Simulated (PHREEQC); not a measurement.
Synthetic water in mg/kgw, 20 °C, pH 6.21:

```
constituent         mg/kgw
------------------  ------
Na                    1490
K                      320
Ca                     245
Mg                     145
Cl                    2810
S(6) as SO4            892
Alkalinity as HCO3  0.0656
Br                    15.5
Li                    6.45
Si as SiO2            10.5
```

Valence states are taken as typed.

Model: Pitzer model, pitzer.dat, run in PHREEQC.

This is a speciation only: nothing precipitates in the calculation.

### Question
What specific conductance does the model give?

### Answer
specific conductance 9000 µS/cm.

### Question
In which forms is C present?

### Answer
CO2 54 %, HCO3- 46 % of the C.
